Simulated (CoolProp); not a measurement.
Values from CoolProp's reference Helmholtz-energy equation of state, Smukala 2000.

Question: Give the vapour pressure (MPa), enthalpy of vaporisation (kJ/kg), surface tension (mN/m) of saturated ethylene at 141.3, 207.3, 247 K.

Answer: 
```json
[
 {"T (K)": "141.3", "p (MPa)": "0.0133", "enthalpy of vaporisation (kJ/kg)": "520", "surface tension (mN/m)": "21.2"},
 {"T (K)": "207.3", "p (MPa)": "0.608", "enthalpy of vaporisation (kJ/kg)": "418", "surface tension (mN/m)": "10.1"},
 {"T (K)": "247", "p (MPa)": "2.15", "enthalpy of vaporisation (kJ/kg)": "315", "surface tension (mN/m)": "4.19"}
]
```

Surface tension comes from a separate correlation (Mulero 2012).
